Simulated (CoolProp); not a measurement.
Model: reference Helmholtz-energy equation of state, Lemmon 2006, in CoolProp. It is a short technical equation, of lower accuracy than the large ones.

**Question.** Give the vapour pressure (MPa), vapour density (kg/m³), liquid cp (kJ/(kg K)) of saturated toluene at 174.85, 188.95 °C.

**Answer.** 
| T (°C) | p (MPa) | vapour density (kg/m³) | liquid cp (kJ/(kg K)) |
|---|---|---|---|
| 174.85 | 0.467 | 13.1 | 2.26 |
| 188.95 | 0.613 | 17.1 | 2.33 |
